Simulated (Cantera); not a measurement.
Hydrocarbon pyrolysis for carbon deposition

A perfectly stirred reactor is fed with 0.990 % CH₄, 99.0 % H₂, at 38.3 Torr; it is held at 2000 K, and followed from long to short residence time.

Detailed kinetics in Cantera: GRI-Mech 3.0 (53 species, 325 reactions). GRI-Mech 3.0 stops at C3 and has no aromatics, soot or wall deposition, so with more carbon than oxygen in the feed, carbon stays in small species such as C2H2 where larger ones or solid carbon would form.

```tsv
τ (s)	x CH₄	x H₂	x CH₂	x C₂H₂	x C₂H
0.62	0.00121	0.988	1.35e-6	0.00420	5.25e-7
0.21	0.00211	0.988	2.03e-6	0.00371	4.34e-7
0.072	0.00358	0.987	2.78e-6	0.00291	3.09e-7
0.025	0.00567	0.987	3.19e-6	0.00180	1.64e-7
0.0084	0.00799	0.987	2.48e-6	0.000638	4.33e-8
0.0029	0.00935	0.988	8.55e-7	8.10e-5	2.93e-9
0.00098	0.00975	0.989	1.31e-7	3.21e-6	4.35e-11
0.00033	0.00985	0.990	1.61e-8	6.42e-8	<1e-12
0.00011	0.00988	0.990	1.95e-9	9.64e-10	<1e-12
```
x: mole fraction; the columns are a selection and need not sum to one.
